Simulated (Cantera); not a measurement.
## Ignition delay

Mixture: 5.33 % CH₄, 19.7 % O₂, 74.1 % N₂, 0.906 % H₂, equivalence ratio 0.56, at 705 Torr, adiabatic and at constant pressure. Ignition delay is the time to a rise of 400 K.

Computed with Cantera and GRI-Mech 3.0 (53 species, 325 reactions).

| T0 (K) | delay (ms) |
|---|---|
| 1225 | 6.00 |
| 1300 | 2.79 |
| 1375 | 1.38 |
| 1450 | 0.736 |
| 1525 | 0.422 |
| 1600 | 0.257 |
| 1675 | 0.164 |
| 1750 | 0.109 |
| 1825 | 0.0748 |

```json
{
 "apparent activation energy between 1675 and 1825 K": "130 kJ/mol"
}
```
